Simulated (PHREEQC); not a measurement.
Na2HPO4 is added in steps, without added water, to 1 kg of water holding 0.011 mol K2CO3, 0.26 mol KNO3 and 0.00041 mol H3BO3, at 20 °C. Oxygen is held at 0.21 atm. No CO2 enters from the air. Only these solids could form: Nahcolite, Natron.

Base run: PHREEQC, ion-association model, wateq4f.dat. Each further column changes one thing. The table gives H3BO3 (mol/kgw).

```csv
Na2HPO4 added (mol),base,Davies equation for every ion,all activity coefficients set to 1,metal-ligand complexes left out,database phreeqc.dat
0,6.08e-6,6.51e-6,4.95e-6,6.08e-6,6.93e-6
0.035,1.71e-5,1.72e-5,9.86e-6,1.66e-5,2.34e-5
0.07,2.53e-5,2.44e-5,1.41e-5,2.36e-5,3.69e-5
0.1225,3.56e-5,3.22e-5,1.95e-5,3.21e-5,5.54e-5
0.1575,4.14e-5,3.60e-5,2.25e-5,3.69e-5,6.68e-5
0.1925,4.66e-5,3.90e-5,2.52e-5,4.12e-5,7.76e-5
0.2275,5.13e-5,4.12e-5,2.76e-5,4.51e-5,8.77e-5
0.2625,5.55e-5,4.30e-5,2.98e-5,4.86e-5,9.73e-5
0.2975,5.93e-5,4.43e-5,3.18e-5,5.17e-5,0.000106
0.35,6.43e-5,4.56e-5,3.44e-5,5.59e-5,0.000119
0.385,6.72e-5,4.61e-5,3.60e-5,5.83e-5,0.000126
0.42,6.99e-5,4.64e-5,3.74e-5,6.06e-5,0.000134
```

The ionic strength passes 0.7 mol/kgw, the rough limit of the ion-association models, in part of: base; Davies equation for every ion; all activity coefficients set to 1; metal-ligand complexes left out; database phreeqc.dat. H3PO4, which wateq4f.dat lacks, is added to it with the constant of phreeqc.dat. phreeqc.dat and wateq4f.dat share most of their constants, so their agreement is no independent check.
